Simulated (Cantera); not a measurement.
Cantera run, input and output.

```python
import numpy as np
import cantera as ct

surf = ct.Interface("ptcombust.yaml", "Pt_surf")
gas = surf.adjacent["gas"]
gas.TPX = 825, 490000, {'CO': 0.025, 'O2': 0.051, 'N2': 0.79}
surf.TP = 825, 490000
reactor = ct.FlowReactor(gas, clone=False)
reactor.area = 0.0001  # m2
reactor.surface_area_to_volume_ratio = 6000  # 1/m
reactor.mass_flow_rate = 1.7 * reactor.area * gas.density  # inlet velocity 1.7 m/s
reactor.energy_enabled = False
wall = ct.ReactorSurface(surf, reactor, clone=False)
net = ct.ReactorNet([reactor])
net.rtol, net.atol = 1e-8, 1e-16
show, cover = ['CO', 'O2', 'H2O', 'CO2'], ['PT(S)', 'H(S)', 'O(S)', 'OH(S)', 'CO(S)', 'C(S)']

rows = []
print(f"{'z/m':>9s}{'u/(m/s)':>9s}" + "".join(f"{s:>13s}" for s in show + cover))
for z in [0.00023, 0.00045, 0.00088, 0.0017, 0.0033, 0.0063, 0.012, 0.023]:
    net.advance(z)
    rows.append([reactor.speed, *gas[show].X, *surf[cover].coverages])
    print(f"{z:9.4g}{rows[-1][0]:9.3g}" + "".join(f"{x:13.4e}" for x in rows[-1][1:]))
```

It prints:

```
      z/m  u/(m/s)           CO           O2          H2O          CO2        PT(S)         H(S)         O(S)        OH(S)        CO(S)         C(S)
  0.00023      1.7   2.4859e-02   5.6977e-02  -2.0789e-28   4.0686e-03   7.2796e-02  -6.7686e-22   6.7951e-03  -9.7020e-19   9.2041e-01   5.6506e-11
  0.00045     1.69   2.0399e-02   5.4848e-02  -7.4548e-28   8.5931e-03   8.0896e-02   8.0621e-22   8.1619e-03   1.4642e-18   9.1094e-01   5.1741e-11
  0.00088     1.68   4.7909e-03   4.7396e-02  -2.0778e-27   2.4430e-02   2.0093e-01   4.3779e-21   5.3138e-02  -7.3880e-19   7.4593e-01   1.6164e-11
   0.0017     1.68   3.6082e-04   4.5281e-02   1.4885e-27   2.8925e-02   3.8256e-02  -3.4425e-21   9.6154e-01   7.7662e-17   2.0817e-04   4.7463e-17
   0.0033     1.68   2.9643e-05   4.5123e-02   2.2459e-30   2.9261e-02   3.6092e-02   3.0062e-25   9.6389e-01   7.6575e-20   1.5186e-05   3.2586e-18
   0.0063     1.68   3.3167e-07   4.5109e-02   6.5614e-32   2.9291e-02   3.5918e-02   2.7480e-25   9.6408e-01   7.0349e-20   1.6825e-07   3.5923e-20
    0.012     1.68   6.6252e-11   4.5108e-02  -5.6728e-34   2.9291e-02   3.5917e-02   3.1086e-25   9.6408e-01   7.9698e-20   3.3606e-11   7.1746e-24
    0.023     1.68  -1.8321e-17   4.5108e-02   5.1467e-35   2.9291e-02   3.5917e-02   3.8361e-25   9.6408e-01   9.8351e-20  -1.9776e-18  -4.2139e-31
```

Computed with Cantera and Deutschmann's 1995 Pt surface mechanism with GRI-Mech 3.0 gas chemistry. Catalytic surfaces can have several steady states; this one follows from the mechanism file's or the stated starting coverage. Mass transfer to the wall is taken as infinitely fast.
